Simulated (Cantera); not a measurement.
## Adiabatic ignition

An adiabatic, constant-volume homogeneous reactor starts with 6.38 % CH4, 19.6 % O2, 74.0 % N2, at 1675 K and 1.01 bar.

Model: GRI-Mech 3.0 (53 species, 325 reactions), integrated in Cantera.

```json
[
 {"t (s)": "2.00e-6", "T (K)": "1675", "P (bar)": "1.01", "x CH4": "0.0638", "x O2": "0.196", "x NO": "<1e-12", "x C2H": "<1e-12", "x H2O": "4.63e-7", "x HCO": "1.22e-12"},
 {"t (s)": "8.60e-6", "T (K)": "1675", "P (bar)": "1.01", "x CH4": "0.0638", "x O2": "0.196", "x NO": "<1e-12", "x C2H": "<1e-12", "x H2O": "3.98e-6", "x HCO": "3.42e-11"},
 {"t (s)": "3.69e-5", "T (K)": "1675", "P (bar)": "1.01", "x CH4": "0.0637", "x O2": "0.196", "x NO": "1.20e-12", "x C2H": "<1e-12", "x H2O": "4.41e-5", "x HCO": "1.36e-9"},
 {"t (s)": "0.000159", "T (K)": "1685", "P (bar)": "1.02", "x CH4": "0.0605", "x O2": "0.194", "x NO": "5.74e-11", "x C2H": "1.88e-11", "x H2O": "0.00223", "x HCO": "5.90e-7"},
 {"t (s)": "0.000682", "T (K)": "2802", "P (bar)": "1.74", "x CH4": "<1e-12", "x O2": "0.0667", "x NO": "0.00723", "x C2H": "<1e-12", "x H2O": "0.103", "x HCO": "1.66e-8"},
 {"t (s)": "0.00293", "T (K)": "2789", "P (bar)": "1.73", "x CH4": "<1e-12", "x O2": "0.0619", "x NO": "0.0180", "x C2H": "<1e-12", "x H2O": "0.104", "x HCO": "1.57e-8"},
 {"t (s)": "0.0126", "T (K)": "2788", "P (bar)": "1.73", "x CH4": "<1e-12", "x O2": "0.0616", "x NO": "0.0187", "x C2H": "<1e-12", "x H2O": "0.104", "x HCO": "1.57e-8"},
 {"t (s)": "0.0541", "T (K)": "2788", "P (bar)": "1.73", "x CH4": "<1e-12", "x O2": "0.0616", "x NO": "0.0187", "x C2H": "<1e-12", "x H2O": "0.104", "x HCO": "1.57e-8"},
 {"t (s)": "0.233", "T (K)": "2788", "P (bar)": "1.73", "x CH4": "<1e-12", "x O2": "0.0616", "x NO": "0.0187", "x C2H": "<1e-12", "x H2O": "0.104", "x HCO": "1.57e-8"},
 {"t (s)": "1.00", "T (K)": "2788", "P (bar)": "1.73", "x CH4": "<1e-12", "x O2": "0.0616", "x NO": "0.0187", "x C2H": "<1e-12", "x H2O": "0.104", "x HCO": "1.57e-8"}
]
```
x: mole fraction; the columns are a selection and need not sum to one.

```yaml
time_of_steepest_temperature_rise: 0.231 ms
temperature at 1.00 s: 2788 K
equilibrium_temperature: 2788 K
x(CH4) at 1.00 s: <1e-12 (gas-phase equilibrium <1e-12)
x(O2) at 1.00 s: 0.0616 (gas-phase equilibrium 0.0616)
x(NO) at 1.00 s: 0.0187 (gas-phase equilibrium 0.0187)
```
